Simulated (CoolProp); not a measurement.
A simple Rankine cycle with water: condensing at 296.15 K, boiler at 0.0834 MPa, turbine inlet 517.8 K, turbine efficiency 0.75, pump efficiency 0.6, no recuperator. Each further row changes one setting.

Values from CoolProp's reference Helmholtz-energy equation of state, Wagner 2002.

| case | thermal efficiency (%) | net work (kJ/kg) | heat in (kJ/kg) | turbine exit temperature (K) | volume ratio over the turbine |
|---|---|---|---|---|---|
| as stated | 14.9 | 427 | 2870 | 296.2 | 17.0 |
| turbine inlet 537.8 K | 15.1 | ? | ? | ? | 17.0 |
| condensing temperature 288.15 K | 16.3 | 474 | 2900 | 288.1 | 26.8 |
| boiler pressure 0.0584 MPa | 13.6 | 391 | 2870 | 312.6 | 12.6 |
| turbine efficiency 0.65 | ? | 370 | 2870 | 323.2 | 18.6 |

**Question.** Some entries are withheld; supply them.

**Answer.** 
- turbine inlet 537.8 K, net work (kJ/kg): 440
- turbine inlet 537.8 K, heat in (kJ/kg): 2910
- turbine inlet 537.8 K, turbine exit temperature (K): 307.1
- turbine efficiency 0.65, thermal efficiency (%): 12.9

The expansion ends wet for: as stated; condensing temperature 288.15 K.
